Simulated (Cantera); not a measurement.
## Ignition delay

Mixture: CH3OH : O2 : N2 = 1 : 1.25 : 5.88 (molar parts), at 7500 Torr, adiabatic and at constant pressure. Ignition delay is the time to a rise of 400 K.

Model: GRI-Mech 3.0 (53 species, 325 reactions), integrated in Cantera. GRI-Mech 3.0 was tuned for natural gas; its chemistry of methanol as a main component is partial and can be far from experiment.

```json
[
 {"T0 (K)": "1448", "delay (ms)": "0.0527"},
 {"T0 (K)": "1523", "delay (ms)": "0.0252"},
 {"T0 (K)": "1598", "delay (ms)": "0.0132"},
 {"T0 (K)": "1673", "delay (ms)": "0.00754"},
 {"T0 (K)": "1748", "delay (ms)": "0.00456"}
]
```

| Property | Result |
|---|---|
| apparent activation energy between 1598 and 1748 K | 160 kJ/mol |
